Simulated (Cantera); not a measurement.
**Fe3O4 + H2 (hydrogen reduction and annealing atmospheres)**

Charge: 1 mol Fe3O4, 1100 mol H2, held at 0.00210 bar.

These are equilibrium values from Cantera (NASA tables, ideal gas, pure condensed phases), not measurements of a reactor. Candidate condensed phases: Fe, FeO, Fe(OH)2, Fe(OH)3, Fe2O3, Fe3O4, H2O; 12 gas species. Rates play no part.

From 452 °C to 902 °C the condensed part is Fe(α). From 952 °C to 1102 °C the condensed part is Fe(γ).

| T (°C) | log p H2 | log p H2O | log p H | log p Fe | log p OH | n Fe(α) | n Fe(γ) |
|---|---|---|---|---|---|---|---|
| 452 | -2.68 | -5.12 | -14.37 | <-14 | <-14 | 3.00 | 0 |
| 502 | -2.68 | -5.12 | -13.34 | <-14 | <-14 | 3.00 | 0 |
| 552 | -2.68 | -5.12 | -12.44 | <-14 | <-14 | 3.00 | 0 |
| 602 | -2.68 | -5.12 | -11.64 | <-14 | <-14 | 3.00 | 0 |
| 652 | -2.68 | -5.12 | -10.92 | <-14 | <-14 | 3.00 | 0 |
| 702 | -2.68 | -5.12 | -10.28 | -14.37 | <-14 | 3.00 | 0 |
| 752 | -2.68 | -5.12 | -9.70 | -13.31 | <-14 | 3.00 | 0 |
| 802 | -2.68 | -5.12 | -9.17 | -12.35 | -14.03 | 3.00 | 0 |
| 852 | -2.68 | -5.12 | -8.69 | -11.47 | -13.41 | 3.00 | 0 |
| 902 | -2.68 | -5.12 | -8.25 | -10.68 | -12.85 | 3.00 | 0 |
| 952 | -2.68 | -5.12 | -7.85 | -9.95 | -12.32 | 0 | 3.00 |
| 1002 | -2.68 | -5.12 | -7.47 | -9.28 | -11.84 | 0 | 3.00 |
| 1052 | -2.68 | -5.12 | -7.13 | -8.66 | -11.40 | 0 | 3.00 |
| 1102 | -2.68 | -5.12 | -6.80 | -8.09 | -10.99 | 0 | 3.00 |
log p: log10 of the partial pressure in bar; n: condensed amount in mol.
